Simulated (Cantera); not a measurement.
**Stirred combustor or abatement burner**

A perfectly stirred reactor is fed with 4.34 % CH4, 0.565 % CO, 19.9 % O2, 75.2 % N2, at 0.480 bar; it is adiabatic with a 300 K inlet, and is followed from long to short residence time, starting on the burning branch (τ in s: 0.11, 0.05, 0.023, 0.011, 0.005, 0.0023, 0.0011, 0.00049, 0.00023, 0.0001, 4.8e-05, 2.2e-05).

Cantera simulation using GRI-Mech 3.0 (53 species, 325 reactions); the numbers are that mechanism's predictions, not measurements.

```
τ (s)    T (K)     x CH4      x CO   x O2       x H      x H2      x OH
-------  -----  --------  --------  -----  --------  --------  --------
0.11      1381   5.10e-5  0.000700  0.110   1.80e-5   7.74e-5  0.000458
0.050     1374   8.58e-5   0.00123  0.111   3.77e-5  0.000133  0.000570
0.023     1363  0.000146   0.00215  0.111   7.58e-5  0.000228  0.000689
0.011     1345  0.000254   0.00373  0.112  0.000140  0.000381  0.000792
0.0050    1308  0.000535   0.00716  0.114  0.000240  0.000699  0.000817
0.0023     300    0.0434   0.00565  0.199    <1e-12    <1e-12    <1e-12
0.0011     300    0.0434   0.00565  0.199    <1e-12    <1e-12    <1e-12
0.00049    300    0.0434   0.00565  0.199    <1e-12    <1e-12    <1e-12
0.00023    300    0.0434   0.00565  0.199    <1e-12    <1e-12    <1e-12
0.00010    300    0.0434   0.00565  0.199    <1e-12    <1e-12    <1e-12
4.8e-5     300    0.0434   0.00565  0.199    <1e-12    <1e-12    <1e-12
2.2e-5     300    0.0434   0.00565  0.199    <1e-12    <1e-12    <1e-12
```
x: mole fraction; the columns are a selection and need not sum to one.
